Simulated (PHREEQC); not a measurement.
PHREEQC input (Pitzer model, pitzer.dat):

```
SOLUTION 1
  temp 25
  units mol/kgw
  pH 7 charge
  Na 0.15
  C(4) 0.38
  K 0.76
END
SELECTED_OUTPUT 1
  -reset false
  -pH true
  -pe true
  -ionic_strength true
  -water true
  -totals C K Na
  -molalities H+ Na+ K+ CO3-2 OH- HCO3- CO2
  -saturation_indices Kalicinite Nahcolite Natron Trona
USER_PUNCH 1
  -headings p_CO2(g) phi_CO2(g) p_H2O(g) phi_H2O(g) density
  10 PUNCH PR_P("CO2(g)"), PR_PHI("CO2(g)"), PR_P("H2O(g)"), PR_PHI("H2O(g)"), RHO
PRINT
  -reset false
USE solution 1
REACTION_TEMPERATURE 1
  60
GAS_PHASE 1
  -fixed_pressure
  -pressure 2
  -temperature 60
  -volume 20
  CO2(g) 2
  H2O(g) 0
END
# ... the last block is repeated for the other 12 points of P (atm)
```

Selected output (columns that matter, 13 of 13 rows; P (atm) added in front):

```
P (atm)	pH	mu	C	K	Na	si_Kalicinite	si_Nahcolite	si_Natron	si_Trona	p_CO2(g)	phi_CO2(g)	p_H2O(g)	phi_H2O(g)	density
2	7.5244	0.93002	0.93203	0.76645	0.15127	-0.8228	-0.7889	-4.3838	-5.2566	1.8069	0.99226	0.19308	0.98435	1.0367
5	7.1137	0.92324	0.98332	0.76696	0.15137	-0.8105	-0.7774	-4.7728	-5.6407	4.8026	0.98056	0.19744	0.96352	1.0371
10	6.817	0.92116	1.0559	0.76723	0.15143	-0.8013	-0.77	-5.0454	-5.9179	9.7949	0.96132	0.20511	0.92928	1.0378
20	6.5338	0.9204	1.1886	0.76758	0.1515	-0.7876	-0.76	-5.2851	-6.1726	19.778	0.92362	0.22194	0.86235	1.039
30	6.3777	0.92044	1.309	0.76794	0.15157	-0.7751	-0.7516	-5.3992	-6.3042	29.759	0.8869	0.24109	0.7973	1.0402
40	6.2735	0.92076	1.4181	0.76837	0.15165	-0.7633	-0.7443	-5.4621	-6.3865	39.737	0.8511	0.26311	0.73393	1.0413
50	6.1977	0.92128	1.5159	0.76889	0.15176	-0.752	-0.7377	-5.4973	-6.4426	49.711	0.81618	0.28872	0.67204	1.0423
75	6.076	0.92359	1.7135	0.77094	0.15216	-0.7251	-0.7243	-5.5193	-6.5232	74.623	0.73248	0.37662	0.5219	1.0446
100	6.0086	0.92882	1.8491	0.77536	0.15303	-0.6987	-0.7137	-5.4884	-6.5574	99.469	0.6538	0.53064	0.37565	1.0467
150	5.9467	0.94908	1.9958	0.79231	0.15638	-0.6438	-0.6952	-5.3534	-6.5627	148.91	0.52525	1.0916	0.1882	1.0505
200	5.9074	0.96288	2.0796	0.80385	0.15865	-0.5968	-0.6855	-5.2057	-6.5679	198.34	0.44686	1.6609	0.12762	1.0536
300	5.8427	0.97886	2.1947	0.8172	0.16129	-0.5135	-0.6768	-4.9104	-6.5916	297.24	0.36693	2.7581	0.081868	1.0589
400	5.7863	0.9883	2.2791	0.8251	0.16285	-0.4359	-0.6735	-4.6148	-6.6211	396.18	0.3306	3.8211	0.06296	1.0637
```

Constants without temperature data keep their 25 °C values here.
